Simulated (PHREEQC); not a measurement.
**Nickel, zinc or cadmium bath**

Dissolve 0.22 mol Ni(NO3)2, 0.00036 mol Na2SO4 and 0.00077 mol HCl per kg of water at 20 °C. Closed to the air; pH follows from the charge balance.

Model: ion-association model, wateq4f.dat, run in PHREEQC.

This is a speciation only: nothing precipitates in the calculation.

Problem. What pH, activity of water does the model give?

Solution. pH 3.23; activity of water 0.989.

Problem. In which forms is S present?

Solution. NiSO4 67 %, SO4-2 33 % of the S.

Species that the database lacks are ignored.
